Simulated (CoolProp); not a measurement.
Vapour-liquid equilibrium of CHF3 (R23) (1) + R152A (2) at 262.5 K; x and y are mole fractions of (1).

Computed with CoolProp (multi-fluid Helmholtz-energy mixture model, Penoncello 2003 and Outcalt 1996; pair parameters Bell 2016).

### Question
Give the bubble pressure and the first vapour's composition at x = 0.05, 0.8, 0.95. Is there an azeotrope?

### Answer
x = 0.05: 0.2408 MPa, y = 0.286; x = 0.8: 1.440 MPa, y = 0.962; x = 0.95: 1.740 MPa, y = 0.991. No azeotrope shows between x = 0.05 and 0.95.

The pair parameters rest on a limited set of measurements; away from them the model extrapolates.
